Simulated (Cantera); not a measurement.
Charge: 1 mol Ni, 0.011 mol H2S, 4.5 mol N2, at 10.0 Pa.

Equilibrium computed with Cantera from the NASA thermochemical tables; the gas is ideal and each condensed phase is pure. Candidate condensed phases: Ni, NiS, NiS2, Ni3S2, Ni3S4, S; 17 gas species. Metal and sulfide melt together well below either melting point, which pure phases cannot show. Mutual solubility and eutectic melting of coexisting phases are not modelled. Gases not in the tables: S3 to S7. Rates play no part.

**Question.** Which condensed phases are stable at each of these points (T (K)): 823, 973, 1123, 1273, 1423, 1573, 1723, 1873?

**Answer.** 
```json
[
 {"T (K)": "823", "condensed phases": "Ni(s) + Ni3S2(s)", "Ni condensed (%)": "100.0"},
 {"T (K)": "973", "condensed phases": "Ni(s) + Ni3S2(s)", "Ni condensed (%)": "100.0"},
 {"T (K)": "1123", "condensed phases": "Ni(s) + Ni3S2(l)", "Ni condensed (%)": "100.0"},
 {"T (K)": "1273", "condensed phases": "Ni(s)", "Ni condensed (%)": "100.0"},
 {"T (K)": "1423", "condensed phases": "Ni(s)", "Ni condensed (%)": "100.0"},
 {"T (K)": "1573", "condensed phases": "Ni(s)", "Ni condensed (%)": "98.8"},
 {"T (K)": "1723", "condensed phases": "Ni(s)", "Ni condensed (%)": "81.0"},
 {"T (K)": "1873", "condensed phases": "gas only", "Ni condensed (%)": "0.0"}
]
```

From 823 K to 973 K the condensed part is Ni(s) + Ni3S2(s). At 1123 K the condensed part is Ni(s) + Ni3S2(l). From 1273 K to 1723 K the condensed part is Ni(s). At 1873 K nothing is condensed.
